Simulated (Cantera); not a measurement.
Feed: 1 mol Si2H6, 0.061 mol HCl, 170 mol N2, at 1277 °C and 240 Torr.

Equilibrium computed with Cantera from the NASA thermochemical tables; the gas is ideal and each condensed phase is pure. Candidate condensed phases: NH4Cl, Si, Si3N4; 28 gas species. The feed counts by its element totals alone. Rates play no part.

Base state: N2 0.982, H2 0.0175, HCl 0.000355 (mole fractions); condensed: Si3N4(s).

Q: What changes in the equilibrium state with this change: Si2H6 replaced by Si2Cl6?

A: 
| species | before | after |
|---|---|---|
| N2 | 0.982 | 0.988 |
| SiCl2 | 1.28e-7 | 0.00448 |
| SiCl4 | <1e-9 | 0.00446 |
| H2 | 0.0175 | 3.72e-7 |
| SiCl3 | <1e-9 | 0.00268 |
| Cl | 1.19e-7 | 2.57e-5 |
| Si3N4(s), mol | 0.667 | 0 |
The tables' values for SiCl3 are old estimates; treat these amounts as uncertain.
